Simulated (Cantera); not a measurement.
A closed system holds: 1 mol acetone, 0.73 mol NH3, 46 mol H2, at 0.400 bar.

Cantera equilibrium calculation (NASA polynomials, part measured and part estimated; ideal gas, pure solids and liquids). Candidate condensed phases: C, C6H6, C7H8, C8H18, H2O; 136 gas species. The feed counts by its element totals alone. Kinetics and transport are ignored.

Which condensed phases are stable at each of these points (T (K)): 850, 1000, 1150, 1300, 1450, 1600, 1750, 1900, 2050, 2200, 2350, 2500, 2650?


```
T (K)  condensed phases  C condensed (%)
-----  ----------------  ---------------
850            gas only              0.0
1000        C(graphite)             15.3
1150        C(graphite)             52.5
1300        C(graphite)             61.7
1450        C(graphite)             64.4
1600        C(graphite)             65.2
1750        C(graphite)             65.0
1900        C(graphite)             63.6
2050        C(graphite)             60.3
2200        C(graphite)             53.8
2350        C(graphite)             41.9
2500        C(graphite)             22.2
2650           gas only              0.0
```

At 850 K nothing is condensed. From 1000 K to 2500 K the condensed part is C(graphite). At 2650 K nothing is condensed.
